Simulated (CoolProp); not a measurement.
Saturated liquid density (kg/m³) of dimethyl carbonate: the reference equation beside estimates from Tc = 557.0 K, pc = 4.909 MPa, ω = 0.346.

Computed with CoolProp (reference Helmholtz-energy equation of state, Zhou 2011).

```csv
T (K),reference,van der Waals,Redlich-Kwong,Soave-Redlich-Kwong
284.5,1081,622.2,923.2,953.4
293,(withheld),616.7,914.1,(withheld)
301.5,1059,611.1,904.8,937.7
310,1047,(withheld),895.2,(withheld)
318.4,1036,599.7,885.4,921.0
326.9,1025,(withheld),875.3,912.2
335.4,1013,587.7,864.9,903.0
343.9,1001,581.5,854.1,893.4
352.3,989.5,575.2,843.2,883.6
360.8,977.5,568.6,831.8,873.3
369.3,965.3,562.0,(withheld),862.6
377.8,952.9,555.1,808.0,851.4
386.3,940.4,548.0,795.5,839.8
394.7,927.7,540.8,782.8,827.8
403.2,914.7,533.4,(withheld),(withheld)
```

Q: Some entries are withheld; supply them.

A: 
- 293, reference: 1070
- 293, Soave-Redlich-Kwong: 945.7
- 310, van der Waals: 605.4
- 310, Soave-Redlich-Kwong: 929.5
- 326.9, van der Waals: 593.7
- 369.3, Redlich-Kwong: 820.1
- 403.2, Redlich-Kwong: 769.4
- 403.2, Soave-Redlich-Kwong: 815.1

Absolute difference from the reference over all 15 rows, mean and median: van der Waals 42.0 and 41.9 %, Redlich-Kwong 14.9 and 14.7 %, Soave-Redlich-Kwong 11.0 and 10.9 %.
